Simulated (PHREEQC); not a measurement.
Consider water at 55 °C with 0.072 mol NaOH per kg of water. It is in equilibrium with CO2 at log p = 0 (atm). Otherwise closed; pH follows from the charge balance.

The numbers come from PHREEQC with the ion-association model, phreeqc.dat.

Precipitation was switched off in this run.

Problem. Order these C species by the share of C that they hold, largest first: NaCO3-, NaHCO3, CO2, HCO3-.

Solution. HCO3- (79 %), CO2 (20 %), NaHCO3 (1.7 %), NaCO3- (0.14 %)

The pH is 6.79 and the ionic strength 0.0704 mol/kgw. Away from 25 °C the constants follow the database's enthalpies or fits; those with neither stay at their 25 °C values.
